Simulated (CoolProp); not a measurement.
A Linde-Hampson liquefier for CF4 (R14): isothermal reversible compression at 320 K from 1 atm to 25 MPa, throttling to 1 atm, return gas leaving the recuperator 0 K below the feed. Each further row changes one setting.

Values from CoolProp's reference Helmholtz-energy equation of state, Platzer 1990. This equation is an older, rougher fit; its heat capacities, sound speeds and derivatives of the liquid may be far off and weren't checked against measurements.

```
case                        liquid yield per pass  compression work (kJ/kg of gas)
--------------------------  ---------------------  -------------------------------
as stated                                       ?                              154
high pressure 50 MPa                        0.250                              178
warm-end temperature 350 K                      ?                                ?
warm-end gap 5 K                            0.230                              154
```

Task: What belongs in the gaps?

Result: 
- as stated, liquid yield per pass: 0.242
- warm-end temperature 350 K, liquid yield per pass: 0.188
- warm-end temperature 350 K, compression work (kJ/kg of gas): 173
